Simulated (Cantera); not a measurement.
A Cantera script and what it prints.

```python
import numpy as np
import cantera as ct

gas_names = [...]  # 96 gases of nasa_gas.yaml made of C, Cl, H, Ti
cond_names = """
    C(gr) C6H6(L) C7H8(L) C8H18(L),n-octa Ti(a) Ti(b) Ti(L) TiC(s) TiC(L) TiCL2(s) TiCL3(s) TiCL4(L)
""".split()


# ... load() reads the species with a 1 bar reference pressure and builds the phases ...
atoms = {
    'TiCl4': {'Ti': 1, 'CL': 4},
    'CH4': {'C': 1, 'H': 4},
    'H2': {'H': 2},
}
top_T = {'C(gr)': 4500, 'TiCL2(s)': 1300, 'TiCL3(s)': 1000}  # K; cautious upper limits of use, not melting points


# ... equilibrate(T, P, feed) seeds the gas with the atoms and calls Mixture.equilibrate('TP', solver="vcs", rtol=1e-11, max_steps=5000) ...
results = []
feed = {'TiCl4': 1, 'CH4': 3.3, 'H2': 370}  # mol
P = 100000  # Pa
for T in [1050, 1125, 1200, 1275, 1350, 1425, 1500, 1575, 1650]:
    mix = equilibrate(T, P, feed)
    results.append((T, P, feed, dict(zip(mix.species_names, mix.species_moles))))
    x = sorted(zip(gas.X, gas.species_names), reverse=True)
    print(f"T = {T:g} K  P = {P:g} Pa  gas = {mix.phase_moles(0):.4g} mol")
    print("   x: " + "  ".join(f"{s} {v:.3e}" for v, s in x if v > 0.001))
    print("   condensed (mol): " + ("  ".join(f"{mix.phase(i).name} {mix.phase_moles(i):.4g}"
          for i in range(1, mix.n_phases) if mix.phase_moles(i) > 1e-12) or "none"))
```

It prints:

```
T = 1050 K  P = 100000 Pa  gas = 376.2 mol
   x: H2 9.835e-01  HCL 1.014e-02  CH4 6.247e-03
   condensed (mol): TiC(s) 0.95
T = 1125 K  P = 100000 Pa  gas = 376.3 mol
   x: H2 9.833e-01  HCL 1.054e-02  CH4 6.137e-03
   condensed (mol): TiC(s) 0.9906
T = 1200 K  P = 100000 Pa  gas = 376.3 mol
   x: H2 9.833e-01  HCL 1.061e-02  CH4 6.118e-03
   condensed (mol): TiC(s) 0.9976
T = 1275 K  P = 100000 Pa  gas = 376.3 mol
   x: H2 9.833e-01  HCL 1.062e-02  CH4 6.112e-03
   condensed (mol): TiC(s) 0.9992
T = 1350 K  P = 100000 Pa  gas = 376.5 mol
   x: H2 9.838e-01  HCL 1.062e-02  CH4 5.579e-03
   condensed (mol): C(gr) 0.1973  TiC(s) 0.9997
T = 1425 K  P = 100000 Pa  gas = 377.2 mol
   x: H2 9.857e-01  HCL 1.060e-02  CH4 3.661e-03
   condensed (mol): C(gr) 0.9148  TiC(s) 0.9998
T = 1500 K  P = 100000 Pa  gas = 377.7 mol
   x: H2 9.869e-01  HCL 1.059e-02  CH4 2.503e-03
   condensed (mol): C(gr) 1.346  TiC(s) 0.9998
T = 1575 K  P = 100000 Pa  gas = 377.9 mol
   x: H2 9.876e-01  HCL 1.058e-02  CH4 1.774e-03
   condensed (mol): C(gr) 1.611  TiC(s) 0.9999
T = 1650 K  P = 100000 Pa  gas = 378.1 mol
   x: H2 9.880e-01  HCL 1.058e-02  CH4 1.297e-03
   condensed (mol): C(gr) 1.772  TiC(s) 0.9999
```

Method: chemical equilibrium by Gibbs-energy minimisation in Cantera with the NASA 1993 tables (ideal gas, pure condensed phases). TiC: taken at fixed stoichiometry.
